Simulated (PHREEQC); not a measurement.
Make-up at 10 °C: 0.022 mol KOH, 0.0019 mol H4SiO4 and 0.00021 mol (CH3)4NCl per kg of water. Closed to the air; pH follows from the charge balance.

Equilibrium calculation in PHREEQC: ion-association model, phreeqc.dat.

**Question.** The ionic strength comes out as 0.0225 mol/kgw. What activity coefficients do Cl-, K+, OH-, H3SiO4-, H2SiO4-2 get?

**Answer.** Cl- 0.86, K+ 0.86, OH- 0.86, H3SiO4- 0.87, H2SiO4-2 0.58.

This is a speciation only: nothing precipitates in the calculation. (CH3)4N+ isn't in the database: it is added as a free cation with an ion size of 4 Å. At this temperature some constants are extrapolated from 25 °C, and those without enthalpy data are left unchanged.
